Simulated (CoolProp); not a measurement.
Computed with CoolProp (reference Helmholtz-energy equation of state, Akasaka 2020).

### Question
Give the vapour pressure (MPa), enthalpy of vaporisation (kJ/kg), liquid cp (kJ/(kg K)), vapour Z of saturated R1123 at 253.7 K.

### Answer
```tsv
T (K)	p (MPa)	enthalpy of vaporisation (kJ/kg)	liquid cp (kJ/(kg K))	vapour Z
253.7	0.586	192	1.39	0.876
```
